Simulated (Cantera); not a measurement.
Charge: 1 mol SiCl4, 0.77 mol HCl, 43 mol N2, equilibrated at 1298.15 K and 3.08 Torr.

Equilibrium computed with Cantera from the NASA thermochemical tables; the gas is ideal and each condensed phase is pure. Candidate condensed phases: NH4Cl, Si, Si3N4; 28 gas species. The tables' values for SiCl3 are old estimates; treat these amounts as uncertain. Equilibrium is a limit: real reactors are often held back by kinetics, nucleation or transport.

Base state: N2 0.960, SiCl4 0.0221, HCl 0.0172, Cl 0.000286, SiCl3 0.000254, SiCl2 1.74e-5 (mole fractions); condensed: gas only.

Problem. What changes in the equilibrium state with this change: temperature from 1298.15 K to 1773.15 K?

Solution. 
| species | before | after |
|---|---|---|
| N2 | 0.960 | 0.929 |
| Cl | 0.000286 | 0.0326 |
| HCl | 0.0172 | 0.0166 |
| SiCl4 | 0.0221 | 0.00285 |
| SiCl2 | 1.74e-5 | 0.0139 |
| Cl2 | 2.24e-6 | 5.63e-5 |
| SiCl3 | 0.000254 | 0.00483 |
